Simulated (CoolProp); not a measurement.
A simple Rankine cycle with vinyl chloride: condensing at 323.15 K, boiler at 2.23 MPa, turbine inlet 411.2 K, turbine efficiency 0.8, pump efficiency 0.7, no recuperator. Each further row changes one setting.

The numbers come from the reference Helmholtz-energy equation of state, Thol 2022 in CoolProp.

```tsv
case	thermal efficiency (%)	net work (kJ/kg)	heat in (kJ/kg)	turbine exit temperature (K)	volume ratio over the turbine
as stated	9.3	34.5	369	358.0	…
condensing temperature 315.15 K	…	41.2	382	348.8	3.30
boiler pressure 1.56 MPa	…	…	…	377.7	1.91
turbine efficiency 0.7	…	…	369	…	2.77
```

Some entries are withheld; supply them.


- as stated, volume ratio over the turbine: 2.73
- condensing temperature 315.15 K, thermal efficiency (%): 10.8
- boiler pressure 1.56 MPa, thermal efficiency (%): 6.5
- boiler pressure 1.56 MPa, net work (kJ/kg): 24.8
- boiler pressure 1.56 MPa, heat in (kJ/kg): 381
- turbine efficiency 0.7, thermal efficiency (%): 8.1
- turbine efficiency 0.7, net work (kJ/kg): 29.9
- turbine efficiency 0.7, turbine exit temperature (K): 362.3
